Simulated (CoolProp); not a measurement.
Properties of octamethyltrisiloxane (MDM) at several states (Tc = 292.2 °C, pc = 1438 kPa, ω = 0.528).

Values from CoolProp's reference Helmholtz-energy equation of state, Thol 2017.

```
T (°C)  p (kPa)   phase  density (kg/m³)  cp (kJ/(kg K))  cv (kJ/(kg K))  isothermal compressibility (1/MPa)  expansivity (1/kK)  fugacity coefficient
------  -------  ------  ---------------  --------------  --------------  ----------------------------------  ------------------  --------------------
120.45     77.4  liquid            713.8           2.024           1.707                            0.004558               1.620                0.5017
-75.95      107  liquid            914.4           1.636           1.333                           0.0008176               1.072              6.984e-8
163.05     92.4     gas            6.417           1.799           1.749                               11.57               2.895                0.9428
-24.65       23  liquid            864.3           1.686           1.377                            0.001189               1.130             0.0003619
```
